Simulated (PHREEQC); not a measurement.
A column of 0.5 m (30 cells, dispersivity 0.018 m, 720 s a shift, diffusion coefficient 3e-10 m²/s) holds 0.0029 eq of the database's cation exchanger X per kg of pore water, first in equilibrium with 1.3 mmol/kgw Na2SO4 and 0.01 mmol/kgw HCl. It is flushed with 1.1 mmol/kgw MnCl2 and 0.01 mmol/kgw HCl, at 15 °C. Values are for the last cell. The system is closed to CO2. No solid was allowed to form.

The series has 31 steps of pore volumes, from 0 to 5.017.

Equilibrium calculation in PHREEQC: ion-association model, phreeqc.dat.

Task: After how many pore volumes does Mn at the outlet first reach half of its feed value?

Result: By 2.4 pore volumes.

Complexes and solids missing from the database can't appear.
